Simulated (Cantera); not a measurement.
An adiabatic, constant-pressure homogeneous reactor starts with 5.17 % CH₄, 19.9 % O₂, 74.9 % N₂, at 1148 K and 15000 Torr.

Cantera simulation using GRI-Mech 3.0 (53 species, 325 reactions); the numbers are that mechanism's predictions, not measurements. The pressure lies above the range GRI-Mech 3.0 was tuned for (to about 10 atm).

One state of this run: T (K) = 2208; x CH₄ = <1e-12; x O₂ = 0.0910; x C₂H₄ = <1e-12; x NO = 0.00822; x H₂ = 9.12e-5; x C₂H₂ = <1e-12; x HCN = <1e-12. x: mole fraction; the columns are a selection and need not sum to one.

Which value of t (s) does it belong to?
(A) 0.230
(B) 0.00136
(C) 0.00319
(D) 0.000104

A, 0.230
